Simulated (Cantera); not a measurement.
## Transport properties of process gases

Gas mixture: 37.6 % H2O, 37.2 % C2H6, 25.2 % CO, at 0.987 atm, frozen composition.

Cantera's kinetic-theory transport with the Lennard-Jones parameters of GRI-Mech 3.0, ideal gas; thermal conductivity in the mixture-averaged form. Polar gases are described roughly by these parameters. The composition is frozen, though it would react at the higher temperatures.

| T (K) | ρ (kg/m³) | cp (J/kg/K) | μ (µPa s) | λ (mW/m/K) | Pr | D (cm²/s) CO2 | D (cm²/s) H2 | D (cm²/s) NO |
|---|---|---|---|---|---|---|---|---|
| 400 | 0.752 | 1780 | 15.0 | 35.1 | 0.759 | 0.237 | 1.19 | 0.314 |
| 650 | 0.463 | 2272 | 22.9 | 64.7 | 0.802 | 0.583 | 2.73 | 0.743 |
| 900 | 0.334 | 2645 | 29.8 | 96.0 | 0.822 | 1.04 | 4.73 | 1.30 |
| 1150 | 0.262 | 2943 | 36.1 | 127 | 0.837 | 1.59 | 7.12 | 1.97 |
| 1400 | 0.215 | 3164 | 41.9 | 157 | 0.843 | 2.23 | 9.88 | 2.74 |
| 1650 | 0.182 | 3329 | 47.3 | 186 | 0.846 | 2.95 | 13.0 | 3.61 |
D: mixture-averaged diffusion coefficient of that species in the mixture.
